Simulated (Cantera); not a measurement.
Feed: 1 mol Si, 0.19 mol Br₂, 2 mol N₂, equilibrated at 802 °C and 760000 Pa.

Equilibrium computed with Cantera from the NASA thermochemical tables; the gas is ideal and each condensed phase is pure. Candidate condensed phases: Br₂, Si, Si₃N₄; 13 gas species. N₂ is the only nitrogen source here; it is nearly inert below about 1500 K, so the nitride shown seldom forms there in practice. Equilibrium is a limit: real reactors are often held back by kinetics, nucleation or transport.

Base state: N₂ 0.936, SiBr₄ 0.0637 (mole fractions); condensed: Si₃N₄(s).

Question: What changes in the equilibrium state with this change: Si replaced by MgO?

Answer: 
```
species         before    after
-------------  -------  -------
N₂               0.936    0.913
Br₂            1.31e-6   0.0860
Br             5.42e-6  0.00139
SiBr₄           0.0637        0
Si₃N₄(s), mol    0.302        0
MgO(s), mol          0    1.000
```
Further candidate phases: Mg, MgBr₂, MgO.
